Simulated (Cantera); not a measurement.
What does this Cantera script print?

```python
import numpy as np
import cantera as ct

gas_names = """
    CL CL2 H HCL H2 N NH NH2 NH3 N2 N2H2 N2H4 Si SiCL SiCL2 SiCL3 SiCL4 SiH SiHCL3 SiH2 SiH2CL2 SiH3
    SiH3CL SiH4 SiN Si2 Si2N Si3
""".split()
cond_names = """
    NH4CL(a) NH4CL(b) Si(cr) Si(L) Si3N4(a)
""".split()


# ... load() reads the species with a 1 bar reference pressure and builds the phases ...
atoms = {
    'Si3H8': {'Si': 3, 'H': 8},
    'HCl': {'H': 1, 'CL': 1},
    'N2': {'N': 2},
}
top_T = {'Si3N4(a)': 2400}  # K; cautious upper limits of use, not melting points


# ... equilibrate(T, P, feed) seeds the gas with the atoms and calls Mixture.equilibrate('TP', solver="vcs", rtol=1e-11, max_steps=5000) ...
results = []
feed = {'Si3H8': 1, 'HCl': 0.059, 'N2': 300}  # mol
T = 948.15  # K
P = 100000  # Pa
mix = equilibrate(T, P, feed)
results.append((T, P, feed, dict(zip(mix.species_names, mix.species_moles))))
x = sorted(zip(gas.X, gas.species_names), reverse=True)
print(f"T = {T:g} K  P = {P:g} Pa  gas = {mix.phase_moles(0):.4g} mol")
print("   x: " + "  ".join(f"{s} {v:.3e}" for v, s in x if v > 1e-05))
print("   condensed (mol): " + ("  ".join(f"{mix.phase(i).name} {mix.phase_moles(i):.4g}"
      for i in range(1, mix.n_phases) if mix.phase_moles(i) > 1e-12) or "none"))
```

It prints:

```
T = 948.15 K  P = 100000 Pa  gas = 302.1 mol
   x: N2 9.866e-01  H2 1.324e-02  HCL 1.953e-04
   condensed (mol): Si3N4(a) 1
```

These are equilibrium values from Cantera (NASA tables, ideal gas, pure condensed phases), not measurements of a reactor. The feed counts by its element totals alone. N2 is the only nitrogen source here; it is nearly inert below about 1500 K, so the nitride shown seldom forms there in practice.
